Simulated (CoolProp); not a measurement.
A simple Rankine cycle with trans-2-butene: condensing at 292.15 K, boiler at 1.45 MPa, turbine inlet 386.3 K, turbine efficiency 0.8, pump efficiency 0.6, no recuperator. Each further row changes one setting.

Model: reference Helmholtz-energy equation of state, Lemmon 2005, in CoolProp. It is a short technical equation, of lower accuracy than the large ones.

```csv
case,thermal efficiency (%),net work (kJ/kg),heat in (kJ/kg),turbine exit temperature (K),volume ratio over the turbine
as stated,13.7,70.5,514,325.3,7.70
turbine inlet 406.3 K,…,76.9,559,347.3,7.49
condensing temperature 284.15 K,15.0,80.0,…,318.6,…
boiler pressure 1.01 MPa,11.7,…,530,339.3,5.14
turbine efficiency 0.7,…,61.2,514,330.7,7.84
```

Complete the blanks.


- turbine inlet 406.3 K, thermal efficiency (%): 13.8
- condensing temperature 284.15 K, heat in (kJ/kg): 532
- condensing temperature 284.15 K, volume ratio over the turbine: 9.99
- boiler pressure 1.01 MPa, net work (kJ/kg): 62.2
- turbine efficiency 0.7, thermal efficiency (%): 11.9
